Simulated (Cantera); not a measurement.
# Reactions in the system C-Ni-S

Standard-state values (1 bar) from the NASA 1993 polynomials, evaluated with Cantera. Values are per mole of reaction as written; species without (g) are pure solids or liquids, kept so even where they would boil at 1 bar.

NiS2 + C → Ni + CS2(g)

| T (K) | ΔH° (kJ) | ΔS° (J/K) | ΔG° (kJ) | log10 K | condensed phases |
|---|---|---|---|---|---|
| 1675 | 164.4 | 120.0 | -36.5 | 1.14 | NiS2(l), C(graphite), Ni(s) |
| 1775 | 180.1 | 129.0 | -48.9 | 1.44 | NiS2(l), C(graphite), Ni(l) |
| 1875 | 178.7 | 128.2 | -61.8 | 1.72 | NiS2(l), C(graphite), Ni(l) |
| 1975 | 177.2 | 127.5 | -74.6 | 1.97 | NiS2(l), C(graphite), Ni(l) |
| 2075 | 175.8 | 126.8 | -87.3 | 2.20 | NiS2(l), C(graphite), Ni(l) |
| 2175 | 174.3 | 126.1 | -99.9 | 2.40 | NiS2(l), C(graphite), Ni(l) |
| 2275 | 172.9 | 125.4 | -112.5 | 2.58 | NiS2(l), C(graphite), Ni(l) |
